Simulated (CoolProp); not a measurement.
Vapour-liquid equilibrium of propylene (1) + R134a (2) at 205.1 K; x and y are mole fractions of (1).

Values from CoolProp's multi-fluid Helmholtz-energy mixture model, Lemmon 2013 and Tillner-Roth 1994; pair parameters Bell 2016.

```json
[
 {"x": "0.05", "bubble pressure, mixture model (MPa)": "0.01603", "bubble pressure, Raoult's law (MPa)": "0.01053", "y, mixture model": "0.451", "y, Raoult's law": "0.171"},
 {"x": "0.2", "bubble pressure, mixture model (MPa)": "0.02829", "bubble pressure, Raoult's law (MPa)": "0.01455", "y, mixture model": "0.722", "y, Raoult's law": "0.495"},
 {"x": "0.35", "bubble pressure, mixture model (MPa)": "0.03310", "bubble pressure, Raoult's law (MPa)": "0.01857", "y, mixture model": "0.781", "y, Raoult's law": "0.678"},
 {"x": "0.5", "bubble pressure, mixture model (MPa)": "0.03482", "bubble pressure, Raoult's law (MPa)": "0.02259", "y, mixture model": "0.802", "y, Raoult's law": "0.797"},
 {"x": "0.65", "bubble pressure, mixture model (MPa)": "0.03569", "bubble pressure, Raoult's law (MPa)": "0.02661", "y, mixture model": "0.818", "y, Raoult's law": "0.879"},
 {"x": "0.8", "bubble pressure, mixture model (MPa)": "0.03649", "bubble pressure, Raoult's law (MPa)": "0.03062", "y, mixture model": "0.850", "y, Raoult's law": "0.940"},
 {"x": "0.95", "bubble pressure, mixture model (MPa)": "0.03659", "bubble pressure, Raoult's law (MPa)": "0.03464", "y, mixture model": "0.939", "y, Raoult's law": "0.987"}
]
```

The largest gap from Raoult's law is +94.4 % in bubble pressure, at x = 0.2. y crosses x between x = 0.8 and 0.95: the model has an azeotrope there.

Pair parameters are fitted to limited data, so mixtures are less certain than the pure fluids. With so large a gap from Raoult's law the liquid may split in two, which this calculation doesn't test in full.
